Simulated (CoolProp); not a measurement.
A single-stage vapour-compression cycle with R22: evaporating at 266.15 K (dew point), condensing at 287.15 K (bubble point), superheat 2 K, subcooling 8 K, compressor efficiency 0.7, no pressure losses. Each further row changes one setting.

Model: reference Helmholtz-energy equation of state, Kamei 1995, in CoolProp.

```tsv
case	cooling COP	pressure ratio	discharge temperature (K)	refrigerating effect (kJ/kg)	volumetric capacity (kJ/m³)
as stated	8.45	1.95	309.2	197	3300
evaporating temperature 271.15 K	11.5	1.64	303.9	___	___
condensing temperature 282.15 K	11.3	1.68	___	203	3400
subcooling 13 K	___	1.95	309.2	203	3400
superheat 12 K	___	1.95	___	204	3250
compressor efficiency 0.6	7.24	1.95	314.2	197	3300
```

Q: Complete the blanks.

A: 
- evaporating temperature 271.15 K, refrigerating effect (kJ/kg): 199
- evaporating temperature 271.15 K, volumetric capacity (kJ/m³): 3920
- condensing temperature 282.15 K, discharge temperature (K): 299.8
- subcooling 13 K, cooling COP: 8.70
- superheat 12 K, cooling COP: 8.33
- superheat 12 K, discharge temperature (K): 319.9
